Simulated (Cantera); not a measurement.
## Low-pressure radical oxidation in H2/O2

A perfectly stirred reactor is fed with 66.0 % H2, 34.0 % O2, equivalence ratio 0.97, at 1.65 Torr; it is held at 1425 K, and followed from long to short residence time.

Model: the H2/O2 subset of GRI-Mech 3.0, which has no nitrogen chemistry, integrated in Cantera. Radical loss at walls, strong at low pressure, is not modelled. The temperature is held fixed by assumption; the heat of reaction is taken as removed at once.

```json
[
 {"τ (s)": "0.39", "x H2": "0.109", "x O2": "0.0949", "x H": "0.225", "x OH": "0.0229", "x O": "0.0427"},
 {"τ (s)": "0.22", "x H2": "0.111", "x O2": "0.0996", "x H": "0.257", "x OH": "0.0236", "x O": "0.0497"},
 {"τ (s)": "0.13", "x H2": "0.111", "x O2": "0.102", "x H": "0.279", "x OH": "0.0239", "x O": "0.0545"},
 {"τ (s)": "0.073", "x H2": "0.112", "x O2": "0.105", "x H": "0.294", "x OH": "0.0241", "x O": "0.0579"},
 {"τ (s)": "0.042", "x H2": "0.113", "x O2": "0.106", "x H": "0.302", "x OH": "0.0242", "x O": "0.0598"},
 {"τ (s)": "0.024", "x H2": "0.115", "x O2": "0.108", "x H": "0.306", "x OH": "0.0243", "x O": "0.0606"},
 {"τ (s)": "0.014", "x H2": "0.119", "x O2": "0.110", "x H": "0.307", "x OH": "0.0243", "x O": "0.0606"},
 {"τ (s)": "0.0078", "x H2": "0.127", "x O2": "0.114", "x H": "0.304", "x OH": "0.0244", "x O": "0.0596"}
]
```
x: mole fraction; the columns are a selection and need not sum to one.
